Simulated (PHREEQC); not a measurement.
0.01 g of hydrous ferric oxide (600 m²/g; 0.2 weak and 0.005 strong sites per Fe, Dzombak-Morel constants, diffuse double layer) in 1 kg of water with 0.3 mol/kgw of an inert sodium salt and 1.4e-05 mol/kgw CuCl2 and 4e-05 mol/kgw NiCl2, at 25 °C; the pH is set by adding NaOH or the inert anion's acid. Oxygen is held at 0.21 atm. The system is closed to CO2. No solid was allowed to form.

Base run: PHREEQC, ion-association model, wateq4f.dat. Each further column changes one thing. The table gives Cu sorbed (%).

```json
[
 {"pH": "3", "base": "0.0", "no electrostatic term (-no_edl)": "0.0", "background salt from 0.3 to 0.03 mol/kgw": "0.0", "oxide from 0.01 to 0.05 g/kgw": "0.0"},
 {"pH": "3.75", "base": "0.0", "no electrostatic term (-no_edl)": "0.0", "background salt from 0.3 to 0.03 mol/kgw": "0.0", "oxide from 0.01 to 0.05 g/kgw": "?"},
 {"pH": "4.5", "base": "0.6", "no electrostatic term (-no_edl)": "0.7", "background salt from 0.3 to 0.03 mol/kgw": "0.7", "oxide from 0.01 to 0.05 g/kgw": "2.9"},
 {"pH": "4.88", "base": "2.2", "no electrostatic term (-no_edl)": "?", "background salt from 0.3 to 0.03 mol/kgw": "2.4", "oxide from 0.01 to 0.05 g/kgw": "10.4"},
 {"pH": "5.62", "base": "13.4", "no electrostatic term (-no_edl)": "20.0", "background salt from 0.3 to 0.03 mol/kgw": "13.3", "oxide from 0.01 to 0.05 g/kgw": "47.9"},
 {"pH": "6.38", "base": "54.0", "no electrostatic term (-no_edl)": "78.5", "background salt from 0.3 to 0.03 mol/kgw": "46.9", "oxide from 0.01 to 0.05 g/kgw": "92.4"},
 {"pH": "7.12", "base": "76.5", "no electrostatic term (-no_edl)": "96.1", "background salt from 0.3 to 0.03 mol/kgw": "64.7", "oxide from 0.01 to 0.05 g/kgw": "98.7"},
 {"pH": "7.5", "base": "74.2", "no electrostatic term (-no_edl)": "?", "background salt from 0.3 to 0.03 mol/kgw": "61.9", "oxide from 0.01 to 0.05 g/kgw": "98.6"},
 {"pH": "8.25", "base": "46.8", "no electrostatic term (-no_edl)": "?", "background salt from 0.3 to 0.03 mol/kgw": "34.6", "oxide from 0.01 to 0.05 g/kgw": "?"},
 {"pH": "9", "base": "8.3", "no electrostatic term (-no_edl)": "17.1", "background salt from 0.3 to 0.03 mol/kgw": "4.5", "oxide from 0.01 to 0.05 g/kgw": "75.9"}
]
```

Q: Complete the blanks.

A: 
- 3.75, oxide from 0.01 to 0.05 g/kgw: 0.1
- 4.88, no electrostatic term (-no_edl): 2.6
- 7.5, no electrostatic term (-no_edl): 95.1
- 8.25, no electrostatic term (-no_edl): 70.9
- 8.25, oxide from 0.01 to 0.05 g/kgw: 93.9

In at least one series the solution becomes supersaturated in solids that the run did not let form, among them Cu(OH)2, Ni(OH)2. The database's constant for dissolved Cu(OH)2 is higher than later reviews accept. The oxide is taken as insoluble; below pH 4 it would dissolve.
